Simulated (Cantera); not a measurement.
**Metals in furnace atmospheres: Cu + NH₃ + N₂**

Feed: 1 mol Cu, 0.13 mol NH₃, 37 mol N₂, equilibrated at 1452 °C and 75.0 Torr.

Method: chemical equilibrium by Gibbs-energy minimisation in Cantera with the NASA 1993 tables (ideal gas, pure condensed phases). Candidate condensed phases: Cu; 11 gas species. Rates play no part.

```
Item           Result
----------  ---------
x(N₂)           0.993
x(H₂)         0.00520
x(Cu)         0.00219
x(H)          4.24e-5
x(Cu₂)        2.99e-6
n(Cu(l))    0.918 mol
gas amount  37.34 mol
```
